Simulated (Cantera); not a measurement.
An isothermal, constant-pressure homogeneous reactor starts with 0.867 % H2, 31.0 % O2, 68.2 % N2, equivalence ratio 0.014, at 1050 K and 1100 Pa.

Computed with Cantera and the H2/O2 subset of GRI-Mech 3.0, which has no nitrogen chemistry. Radical loss at walls, strong at low pressure, is not modelled.

x: mole fraction; the columns are a selection and need not sum to one.

```json
[
 {"t (s)": "7.00e-5", "x H2": "0.00867", "x O2": "0.310", "x H2O": "<1e-12", "x H": "5.05e-12", "x HO2": "5.54e-12"},
 {"t (s)": "0.000228", "x H2": "0.00867", "x O2": "0.310", "x H2O": "<1e-12", "x H": "1.39e-11", "x HO2": "1.81e-11"},
 {"t (s)": "0.000743", "x H2": "0.00867", "x O2": "0.310", "x H2O": "1.40e-11", "x H": "3.53e-11", "x HO2": "5.91e-11"},
 {"t (s)": "0.00242", "x H2": "0.00867", "x O2": "0.310", "x H2O": "2.99e-10", "x H": "1.49e-10", "x HO2": "1.95e-10"},
 {"t (s)": "0.00788", "x H2": "0.00867", "x O2": "0.310", "x H2O": "2.35e-8", "x H": "6.23e-9", "x HO2": "8.22e-10"},
 {"t (s)": "0.0257", "x H2": "0.00631", "x O2": "0.308", "x H2O": "0.00181", "x H": "0.000570", "x HO2": "1.15e-6"},
 {"t (s)": "0.0837", "x H2": "7.84e-5", "x O2": "0.304", "x H2O": "0.00807", "x H": "0.000756", "x HO2": "8.72e-7"},
 {"t (s)": "0.273", "x H2": "…", "x O2": "0.306", "x H2O": "0.00848", "x H": "…", "x HO2": "…"},
 {"t (s)": "0.888", "x H2": "5.76e-6", "x O2": "0.307", "x H2O": "0.00865", "x H": "1.52e-5", "x HO2": "3.00e-7"},
 {"t (s)": "2.89", "x H2": "…", "x O2": "0.307", "x H2O": "0.00870", "x H": "…", "x HO2": "…"},
 {"t (s)": "9.42", "x H2": "8.05e-8", "x O2": "0.307", "x H2O": "0.00871", "x H": "2.84e-8", "x HO2": "1.73e-8"},
 {"t (s)": "30.7", "x H2": "1.25e-8", "x O2": "0.307", "x H2O": "0.00871", "x H": "1.83e-9", "x HO2": "3.46e-9"},
 {"t (s)": "100", "x H2": "2.52e-9", "x O2": "0.307", "x H2O": "0.00871", "x H": "1.72e-10", "x HO2": "8.13e-10"}
]
```

Q: What belongs in the gaps?

A: 
- 0.273, x H2: 3.12e-5
- 0.273, x H: 0.000189
- 0.273, x HO2: 6.37e-7
- 2.89, x H2: 6.72e-7
- 2.89, x H: 6.42e-7
- 2.89, x HO2: 8.47e-8
